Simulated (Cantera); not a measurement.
An isothermal, constant-pressure homogeneous reactor starts with 32.5 % C3H8, 67.5 % H2, at 1125 K and 8600 Pa.

Detailed kinetics in Cantera: GRI-Mech 3.0 (53 species, 325 reactions). GRI-Mech 3.0 was tuned for natural gas; its chemistry of propane as a main component is partial and can be far from experiment. GRI-Mech 3.0 stops at C3 and has no aromatics, soot or wall deposition, so with more carbon than oxygen in the feed, carbon stays in small species such as C2H2 where larger ones or solid carbon would form.

**Question.** Predict: x(C3H8) at 300 s; x(H2) at 300 s; x(C2H4) at 300 s; x(CH4) at 300 s; x(C2H2) at 300 s; x(C2H6) at 300 s; x(CH3) at 300 s.

**Answer.** 
```json
{
 "x(C3H8) at 300 s": "8.47e-6 (gas-phase equilibrium 1.76e-6)",
 "x(H2) at 300 s": "0.485 (gas-phase equilibrium 0.294)",
 "x(C2H4) at 300 s": "0.125 (gas-phase equilibrium 0.0566)",
 "x(CH4) at 300 s": "0.317 (gas-phase equilibrium 0.595)",
 "x(C2H2) at 300 s": "0.0718 (gas-phase equilibrium 0.0532)",
 "x(C2H6) at 300 s": "0.00201 (gas-phase equilibrium 0.000567)",
 "x(CH3) at 300 s": "5.18e-6 (gas-phase equilibrium 3.10e-6)"
}
```
